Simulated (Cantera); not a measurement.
A closed system holds: 1 mol Pb, 8.5 mol H2, held at 150 Pa.

Cantera equilibrium calculation (NASA polynomials, part measured and part estimated; ideal gas, pure solids and liquids). Candidate condensed phases: Pb; 4 gas species. The numbers say what is thermodynamically allowed, not how fast it happens.

x: gas mole fraction; n: condensed amount in mol.

```csv
T (°C),x H2,x Pb,x H,x Pb2,n Pb(s),n Pb(l)
277,1.00,1.02e-10,<1e-12,<1e-12,1.00,0
327,1.00,3.44e-9,<1e-12,<1e-12,1.00,0
377,1.00,6.24e-8,<1e-12,<1e-12,0,1.000
427,1.000,7.43e-7,<1e-12,<1e-12,0,1.000
477,1.000,6.32e-6,(withheld),<1e-12,0,1.000
527,1.000,4.10e-5,(withheld),2.96e-12,0,1.000
577,1.000,0.000212,(withheld),4.69e-11,0,0.998
627,0.999,0.000912,(withheld),5.42e-10,0,0.992
677,0.997,0.00335,(withheld),4.80e-9,0,0.971
727,0.989,0.0108,(withheld),3.40e-8,0,0.907
777,0.969,0.0310,(withheld),1.99e-7,0,0.728
827,0.919,0.0808,(withheld),9.84e-7,0,0.253
877,0.895,0.105,(withheld),1.25e-6,0,0
```

**Question.** Complete the blanks.

**Answer.** 
- 477, x H: 8.17e-12
- 527, x H: 7.48e-11
- 577, x H: 5.29e-10
- 627, x H: 3.02e-9
- 677, x H: 1.43e-8
- 727, x H: 5.83e-8
- 777, x H: 2.06e-7
- 827, x H: 6.40e-7
- 877, x H: 1.82e-6
